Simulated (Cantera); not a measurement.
Input: 1 mol CuO, 0.89 mol CO, 2.8 mol N2, held at 38000 Pa.

Equilibrium computed with Cantera from the NASA thermochemical tables; the gas is ideal and each condensed phase is pure. Candidate condensed phases: C, Cu, CuO, Cu2O; 27 gas species. Each liquid is taken as pure. Mutual solubility and eutectic melting of coexisting phases are not modelled. Kinetics and transport are ignored.

Which condensed phases are stable at each of these points (T (K)): 1225, 1325, 1425, 1525, 1625, 1725, 1825, 1925, 2025, 2125, 2225, 2325, 2425?


| T (K) | condensed phases | Cu condensed (%) |
|---|---|---|
| 1225 | Cu(s) + Cu2O(s) | 100.0 |
| 1325 | Cu(s) + Cu2O(s) | 100.0 |
| 1425 | Cu(l) + Cu2O(s) | 100.0 |
| 1525 | Cu(l) + Cu2O(l) | 100.0 |
| 1625 | Cu(l) + Cu2O(l) | 99.9 |
| 1725 | Cu(l) + Cu2O(l) | 99.8 |
| 1825 | Cu(l) + Cu2O(l) | 99.3 |
| 1925 | Cu(l) | 97.9 |
| 2025 | Cu(l) | 94.5 |
| 2125 | Cu(l) | 86.6 |
| 2225 | Cu(l) | 69.2 |
| 2325 | Cu(l) | 30.7 |
| 2425 | gas only | 0.0 |

From 1225 K to 1325 K the condensed part is Cu(s) + Cu2O(s). At 1425 K the condensed part is Cu(l) + Cu2O(s). From 1525 K to 1825 K the condensed part is Cu(l) + Cu2O(l). From 1925 K to 2325 K the condensed part is Cu(l). At 2425 K nothing is condensed.
